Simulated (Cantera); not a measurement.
Mixture: CH4 : O2 : N2 = 1 : 3.92 : 20 (molar parts), equivalence ratio 0.51, at 3000 Torr, adiabatic and at constant volume. Ignition delay is the time to a rise of 400 K.

Computed with Cantera and GRI-Mech 3.0 (53 species, 325 reactions).

**Question.** What does this change do: pressure from 3000 Torr to 3750 Torr?

**Answer.** 
| quantity | before | after |
|---|---|---|
| delay at 1275 K | 4.46 ms | 3.62 ms |
| delay at 1425 K | 0.816 ms | 0.678 ms |
| delay at 1575 K | 0.194 ms | 0.162 ms |
| delay at 1725 K | 60.2 µs | 50.1 µs |
| apparent activation energy between 1650 and 1800 K | 170 kJ/mol | 170 kJ/mol |

**Question.** What does this change do: pressure from 3000 Torr to 750 Torr?

**Answer.** 
```
quantity                                                before       after
--------------------------------------------------  ----------  ----------
delay at 1275 K                                        4.46 ms     14.7 ms
delay at 1425 K                                       0.816 ms     2.43 ms
delay at 1575 K                                       0.194 ms    0.591 ms
delay at 1725 K                                        60.2 µs    0.199 ms
apparent activation energy between 1650 and 1800 K  170 kJ/mol  160 kJ/mol
```

**Question.** What does this change do: pressure from 3000 Torr to 18800 Torr?

**Answer.** 
```tsv
quantity	before	after
delay at 1275 K	4.46 ms	0.733 ms
delay at 1425 K	0.816 ms	0.161 ms
delay at 1575 K	0.194 ms	43.8 µs
delay at 1725 K	60.2 µs	14.1 µs
apparent activation energy between 1650 and 1800 K	170 kJ/mol	170 kJ/mol
```
The pressure lies above the range GRI-Mech 3.0 was tuned for (to about 10 atm).
